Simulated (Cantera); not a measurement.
Feed: 1 mol Ni, 0.0091 mol H₂S, 5 mol H₂, equilibrated at 1.00 bar.

Equilibrium computed with Cantera from the NASA thermochemical tables; the gas is ideal and each condensed phase is pure. Candidate condensed phases: Ni, NiS, NiS₂, Ni₃S₂, Ni₃S₄, S; 9 gas species. Kinetics and transport are ignored.

**Question.** Which condensed phases are stable at each of these points (T (°C)): 477, 552, 627, 702, 777, 852, 927, 1002, 1077, 1152, 1227, 1302, 1377?

**Answer.** 
| T (°C) | condensed phases | Ni condensed (%) |
|---|---|---|
| 477 | Ni(s) + Ni₃S₂(s) | 100.0 |
| 552 | Ni(s) + Ni₃S₂(s) | 100.0 |
| 627 | Ni(s) + Ni₃S₂(s) | 100.0 |
| 702 | Ni(s) | 100.0 |
| 777 | Ni(s) | 100.0 |
| 852 | Ni(s) | 100.0 |
| 927 | Ni(s) | 100.0 |
| 1002 | Ni(s) | 100.0 |
| 1077 | Ni(s) | 100.0 |
| 1152 | Ni(s) | 100.0 |
| 1227 | Ni(s) | 100.0 |
| 1302 | Ni(s) | 100.0 |
| 1377 | Ni(s) | 100.0 |

From 477 °C to 627 °C the condensed part is Ni(s) + Ni₃S₂(s). From 702 °C to 1377 °C the condensed part is Ni(s).
